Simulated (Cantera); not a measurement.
## Thermodynamics of fluorocarbon and chlorocarbon gases, feed C2F6 + CH4 + H2

Feed: 1 mol C2F6, 0.018 mol CH4, 17 mol H2, at 2898 K.

Cantera equilibrium calculation (NASA polynomials, part measured and part estimated; ideal gas, pure solids and liquids). Candidate condensed phases: C, C6H6, C7H8, C8H18; 95 gas species. The feed counts by its element totals alone. Equilibrium is a limit: real reactors are often held back by kinetics, nucleation or transport.

From 1.00e-5 bar to 0.00720 bar nothing is condensed. From 0.0370 bar to 1.00 bar the condensed part is C(graphite). The main C-bearing gas is C at 1.00e-5 bar and C2H2 (acetylene) at 1.00 bar.

```
P (Pa)     x H      x H2    x HF       x F       x C  x C2H2 (acetylene)      x C3  n C(graphite)
------  ------  --------  ------  --------  --------  ------------------  --------  -------------
1        0.807  0.000499  0.0156     0.129    0.0467             1.45e-8  0.000161              0
5.20     0.802   0.00256  0.0583    0.0932    0.0384             1.36e-6   0.00243              0
27       0.789    0.0129   0.125    0.0392    0.0199             4.96e-5   0.00912              0
140      0.735    0.0580   0.169    0.0109   0.00767            0.000889    0.0140              0
720      0.579     0.185   0.203   0.00324   0.00251             0.00804    0.0130              0
3700     0.362     0.371   0.242   0.00121  0.000501              0.0170   0.00273          0.789
19000    0.188     0.515   0.270  0.000504   9.76e-5              0.0236  0.000532          0.830
100000  0.0882     0.597   0.286  0.000216   1.86e-5              0.0273  0.000101          0.787
```
x: gas mole fraction; n: condensed amount in mol.
